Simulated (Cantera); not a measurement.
A freely propagating, adiabatic, planar premixed flame of 7.99 % CH4, 24.2 % O2, 67.8 % N2, equivalence ratio 0.66, unburnt at 375 K and 1.30 bar; mixture-averaged transport, grid criteria slope 0.08 and curve 0.16, no radiation.

Cantera simulation using GRI-Mech 3.0 (53 species, 325 reactions); the numbers are that mechanism's predictions, not measurements. Burning velocities carry a grid error of a few per cent, more on coarse grids.

x: mole fraction of selected species; z is measured from the peak of heat release.

```tsv
z (mm)	T (K)	u (m/s)	x CH4	x O2	x N2O	x CH2CO	x HCO	x HO2
-0.978	375	0.473	0.0799	0.242	<1e-8	<1e-8	<1e-8	3.89e-8
-0.652	377	0.476	0.0797	0.242	<1e-8	<1e-8	<1e-8	5.17e-7
-0.489	385	0.486	0.0791	0.241	<1e-8	3.87e-8	<1e-8	2.88e-6
-0.326	453	0.574	0.0750	0.236	<1e-8	7.67e-7	<1e-8	2.83e-5
-0.163	860	1.10	0.0520	0.202	3.23e-8	1.44e-5	1.86e-7	0.000198
-0.0815	1259	1.62	0.0282	0.164	8.32e-8	4.66e-5	5.38e-6	0.000249
0	1631	2.11	0.00642	0.121	1.76e-7	5.60e-5	2.61e-5	0.000184
0.0815	1786	2.30	0.000416	0.0981	2.99e-7	8.82e-6	7.03e-6	4.05e-5
0.163	1847	2.37	1.54e-5	0.0908	3.91e-7	4.66e-7	3.76e-7	2.02e-5
0.326	1922	2.45	2.55e-8	0.0860	4.76e-7	<1e-8	<1e-8	1.35e-5
0.652	1998	2.54	<1e-8	0.0835	5.53e-7	<1e-8	<1e-8	…
1.30	2053	2.60	<1e-8	0.0825	5.74e-7	<1e-8	<1e-8	4.17e-6
2.61	2080	2.63	<1e-8	0.0822	…	<1e-8	<1e-8	…
```

Question: What belongs in the gaps?

Answer: 
- 0.652, x HO2: 7.77e-6
- 2.61, x N2O: 4.42e-7
- 2.61, x HO2: 2.89e-6
